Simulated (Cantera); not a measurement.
Cantera with NASA thermochemical tables; ideal gases at 1 bar, condensed phases pure. Values are per mole of reaction as written; species without (g) are pure solids or liquids, kept so even where they would boil at 1 bar.

C + O₂(g) = CO₂(g), with ΔH° = -393.5 kJ and ΔS° = 2.9 J/K at 300 K.

How far is the shortcut ΔG° ≈ ΔH°(300 K) − T·ΔS°(300 K) from the full temperature-dependent value at 750, 800, 850, 900, 950, 1000 K?


```json
[
 {"T (K)": "750", "shortcut (kJ)": "-395.7", "full (kJ)": "-395.5", "difference (kJ)": "-0.2", "difference in log10 K": "0.01"},
 {"T (K)": "800", "shortcut (kJ)": "-395.8", "full (kJ)": "-395.6", "difference (kJ)": "-0.3", "difference in log10 K": "0.02"},
 {"T (K)": "850", "shortcut (kJ)": "-396.0", "full (kJ)": "-395.6", "difference (kJ)": "-0.3", "difference in log10 K": "0.02"},
 {"T (K)": "900", "shortcut (kJ)": "-396.1", "full (kJ)": "-395.7", "difference (kJ)": "-0.4", "difference in log10 K": "0.02"},
 {"T (K)": "950", "shortcut (kJ)": "-396.3", "full (kJ)": "-395.8", "difference (kJ)": "-0.5", "difference in log10 K": "0.03"},
 {"T (K)": "1000", "shortcut (kJ)": "-396.4", "full (kJ)": "-395.9", "difference (kJ)": "-0.5", "difference in log10 K": "0.03"}
]
```
The shortcut ignores the heat-capacity change of the reaction.
